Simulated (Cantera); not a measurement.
A closed system holds: 1 mol Al, 0.57 mol HCl, 5.2 mol N2, 0.042 mol H2O, equilibrated at 948 K and 0.0133 bar.

These are equilibrium values from Cantera (NASA tables, ideal gas, pure condensed phases), not measurements of a reactor. Candidate condensed phases: Al, AlCl3, AlN, Al2O3, H2O, NH4Cl; 45 gas species. Condensed phases not in the tables: AlOCl. The numbers say what is thermodynamically allowed, not how fast it happens.

Base state: N2 0.898, H2 0.0466, HCl 0.0295, AlCl3 0.0258 (mole fractions); condensed: AlN(s) + Al2O3(s).

Task: What changes in the equilibrium state with this change: H2O from 0.042 to 0.59 mol?

Result: 
| species | before | after |
|---|---|---|
| N2 | 0.898 | 0.817 |
| H2 | 0.0466 | 0.124 |
| HCl | 0.0295 | 0.0416 |
| AlCl3 | 0.0258 | 0.0175 |
| AlN(s), mol | 0.834 | 0.501 |
| Al2O3(s), mol | 0.0140 | 0.197 |

Task: What changes in the equilibrium state with this change: temperature from 948 K to 1523 K?

Result: 
```csv
species,before,after
N2,0.898,0.893
H2,0.0466,0.0493
HCl,0.0295,0.0228
AlCl,<1e-9,0.00830
AlCl3,0.0258,0.0216
H,<1e-9,4.44e-5
AlCl2,2.46e-7,0.00501
"AlN(s), mol",0.834,0.784
"Al2O3(s), mol",0.0140,0.0140
```
Mutual solubility and eutectic melting of coexisting phases are not modelled. The tables' values for AlCl2 are old estimates; treat these amounts as uncertain.

Task: What changes in the equilibrium state with this change: Al replaced by Al2O3?

Result: 
```tsv
species	before	after
N2	0.898	0.895
HCl	0.0295	0.0981
H2O	3.03e-9	0.00723
H2	0.0466	4.78e-7
AlCl3	0.0258	<1e-9
AlN(s), mol	0.834	0
Al2O3(s), mol	0.0140	1.00
```
